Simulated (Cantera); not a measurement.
Predominance diagram of Sr at 1575 K against the partial pressures of O2 and Cl2 (log10, bar). Source: NASA polynomial tables (part measured, part estimated), evaluated in Cantera. Candidates: Sr(l), SrCl2(l), SrO(s). Only these pure phases compete in this equilibrium. Not in the tables: the peroxide, oxide halides.

Problem. Which phase is stable at these pairs, and which metal-bearing vapour leads over it? (-16.2, -3.8); (-6.3, -6.9); (-16.2, -13.2); (-14.4, -13.2); (-10.8, -14.8); (-9, -10.1); (-18, -16.4)

Solution. 
```tsv
log p(O2)	log p(Cl2)	phase	chief vapour	log p (bar)
-16.2	-3.8	SrCl2(l)	SrCl2	-2.9
-6.3	-6.9	SrCl2(l)	SrCl2	-2.9
-16.2	-13.2	SrCl2(l)	SrCl2	-2.9
-14.4	-13.2	SrO(s)	SrCl2	-3.2
-10.8	-14.8	SrO(s)	SrCl2	-6.6
-9	-10.1	SrCl2(l)	SrCl2	-2.9
-18	-16.4	SrO(s)	SrCl2	-4.6
```
